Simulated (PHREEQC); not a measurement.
**Acid rinse or clean (model solution)**

A solution holds 0.00097 mol/kgw HF, 0.00022 mol/kgw FeCl3 and 3.4e-05 mol/kgw CuCl2, at 80 °C. Closed to the air; pH follows from the charge balance.

Model: ion-association model, phreeqc.dat, run in PHREEQC.

This is a speciation only: nothing precipitates in the calculation.

Question: Predict the pH, ionic strength.

Answer: pH 3.23; ionic strength 0.000938 mol/kgw.

Question: In which forms is F present?

Answer: HF 41 %, FeF2+ 30 %, F- 16 %, FeF3 12 %, FeF+2 1.6 % of the F.

Saturation is exceeded, for instance for Hematite (slow to form), Goethite (slow to form); the values hold only as long as no solid forms. At this temperature some constants are extrapolated from 25 °C, and those without enthalpy data are left unchanged. Fluoro complexes past AlF4- and FeF3 are missing from the database.
